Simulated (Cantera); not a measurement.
# Nitride etching: Si3N4 + HCl + N2

Feed: 1 mol Si3N4, 1.4 mol HCl, 3 mol N2, at 12.8 Torr.

Cantera equilibrium calculation (NASA polynomials, part measured and part estimated; ideal gas, pure solids and liquids). Candidate condensed phases: NH4Cl, Si, Si3N4; 28 gas species. The tables' values for SiCl3, SiCl, SiN are old estimates; treat these amounts as uncertain. Equilibrium is a limit: real reactors are often held back by kinetics, nucleation or transport.

From 927 °C to 1527 °C the condensed part is Si3N4(s). At 1627 °C the condensed part is Si(l). The main Si-bearing gas is SiCl4 at 927 °C and SiCl2 at 1627 °C. The share of Si in condensed phases is highest at 927 °C (95.8 %) and lowest at 1627 °C (81.9 %).

```
T (°C)  log p N2  log p HCl  log p H2  log p SiCl2  log p SiCl4  n Si3N4(s)  n Si(l)
------  --------  ---------  --------  -----------  -----------  ----------  -------
927        -1.92      -2.46     -3.01        -5.28        -3.33       0.958        0
1027       -1.92      -2.45     -3.02        -4.37        -3.39       0.956        0
1127       -1.92      -2.46     -3.01        -3.66        -3.55       0.946        0
1227       -1.92      -2.52     -2.95        -3.18        -3.96       0.918        0
1327       -1.92      -2.63     -2.86        -2.92        -4.66       0.881        0
1427       -1.92      -2.77     -2.78        -2.80        -5.46       0.848        0
1527       -1.92      -2.93     -2.72        -2.73        -6.25       0.823        0
1627       -1.88      -3.07     -2.85        -2.85        -6.97           0     2.46
```
log p: log10 of the partial pressure in bar; n: condensed amount in mol.
